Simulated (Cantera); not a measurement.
Low-pressure radical oxidation in H2/O2

An isothermal, constant-pressure homogeneous reactor starts with H2 : O2 = 0.17 : 1 (molar parts), equivalence ratio 0.085, at 1050 K and 0.0133 bar.

Detailed kinetics in Cantera: the H2/O2 subset of GRI-Mech 3.0, which has no nitrogen chemistry. Radical loss at walls, strong at low pressure, is not modelled. The temperature is held fixed by assumption; the heat of reaction is taken as removed at once.

```tsv
t (s)	x H2	x O2	x OH	x H2O2	x H
3.00e-6	0.145	0.855	<1e-12	<1e-12	1.31e-11
2.22e-5	0.145	0.855	7.89e-12	<1e-12	9.12e-11
0.000164	0.145	0.855	2.17e-10	<1e-12	7.81e-10
0.00122	0.145	0.855	3.59e-7	1.41e-11	1.06e-6
0.00900	0.00362	0.809	0.00374	2.63e-7	0.0210
0.0666	9.96e-5	0.842	0.000559	2.44e-7	7.97e-5
0.493	1.87e-6	0.843	8.27e-5	4.94e-8	2.54e-7
3.65	1.07e-7	0.843	2.10e-5	8.18e-9	4.16e-9
27.0	1.05e-8	0.843	6.73e-6	1.27e-9	1.37e-10
200	1.33e-9	0.843	2.42e-6	1.98e-10	6.40e-12
```
x: mole fraction; the columns are a selection and need not sum to one.

Equilibrium at this temperature and pressure: H2 5.38e-10, O2 0.843, OH 1.53e-6, H2O2 8.61e-11, H 1.64e-12 (gas phase only).
